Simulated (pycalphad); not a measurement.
Computed with pycalphad from the COST 507 light-alloy database (1999), at 1 atm. The database dates from 1999; later assessments differ in places, in temperatures and in the compounds included. Kinetics are ignored, which matters at the lower temperatures.

Molar enthalpy of Al-2.28Fe-0.28Si (at.%) in equilibrium (SER reference):

```json
[
 {"T (K)": "1850", "H (kJ/mol)": "56.20", "phases": "liquid"},
 {"T (K)": "1775", "H (kJ/mol)": "53.79", "phases": "liquid"},
 {"T (K)": "1700", "H (kJ/mol)": "51.39", "phases": "liquid"},
 {"T (K)": "1625", "H (kJ/mol)": "48.99", "phases": "liquid"},
 {"T (K)": "1550", "H (kJ/mol)": "46.60", "phases": "liquid"},
 {"T (K)": "1475", "H (kJ/mol)": "44.20", "phases": "liquid"},
 {"T (K)": "1400", "H (kJ/mol)": "41.81", "phases": "liquid"},
 {"T (K)": "1325", "H (kJ/mol)": "39.42", "phases": "liquid"},
 {"T (K)": "1250", "H (kJ/mol)": "37.04", "phases": "liquid"},
 {"T (K)": "1175", "H (kJ/mol)": "34.65", "phases": "liquid"},
 {"T (K)": "1100", "H (kJ/mol)": "32.27", "phases": "liquid"},
 {"T (K)": "1075", "H (kJ/mol)": "31.47", "phases": "liquid"},
 {"T (K)": "1050", "H (kJ/mol)": "30.68", "phases": "liquid"},
 {"T (K)": "1025", "H (kJ/mol)": "29.72", "phases": "liquid + AL13FE4"},
 {"T (K)": "950", "H (kJ/mol)": "26.51", "phases": "liquid + AL13FE4"},
 {"T (K)": "900", "H (kJ/mol)": "14.40", "phases": "fcc + AL13FE4"},
 {"T (K)": "875", "H (kJ/mol)": "13.58", "phases": "fcc + AL13FE4"},
 {"T (K)": "800", "H (kJ/mol)": "11.12", "phases": "fcc + AL13FE4 + ALFESI_ALPHA"},
 {"T (K)": "725", "H (kJ/mol)": "8.81", "phases": "fcc + AL13FE4 + ALFESI_ALPHA"},
 {"T (K)": "650", "H (kJ/mol)": "6.61", "phases": "fcc + AL13FE4 + ALFESI_ALPHA"},
 {"T (K)": "575", "H (kJ/mol)": "4.48", "phases": "fcc + AL13FE4 + ALFESI_ALPHA"},
 {"T (K)": "500", "H (kJ/mol)": "2.42", "phases": "fcc + AL13FE4 + ALFESI_ALPHA"}
]
```

Cooling from 1050 K to 900 K, across the freezing range, releases 16.3 kJ/mol, or 589 J/g. The slope is 32 J/(mol K) in the liquid and 33 J/(mol K) just below the solidus, where it includes any heat of precipitation. Liquidus 1036 K, solidus 910 K. Changes were sought between steps of 25 K, so a narrower field can be missed.

Database names, with the compositions (at.%) that they take in these runs: AL13FE4: Al 76 Fe 24; ALFESI_ALPHA: Al 74 Fe 19 Si 7.
